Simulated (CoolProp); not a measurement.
Computed with CoolProp (reference Helmholtz-energy equation of state, Thol 2016).

Q: For hexamethyldisiloxane (MM), give the phase and the Z, cp (kJ/(kg K)), cv (kJ/(kg K)), isothermal compressibility (1/MPa) at 406.6 K and 0.832 MPa; 527.6 K and 0.832 MPa; 618.4 K and 0.832 MPa.

A: 
- 406.6 K and 0.832 MPa: liquid; Z 0.0629, cp 2.22, cv 1.82, isothermal compressibility 0.00713
- 527.6 K and 0.832 MPa: gas; Z 0.839, cp 2.17, cv 2.05, isothermal compressibility 1.46
- 618.4 K and 0.832 MPa: gas; Z 0.917, cp 2.31, cv 2.22, isothermal compressibility 1.31
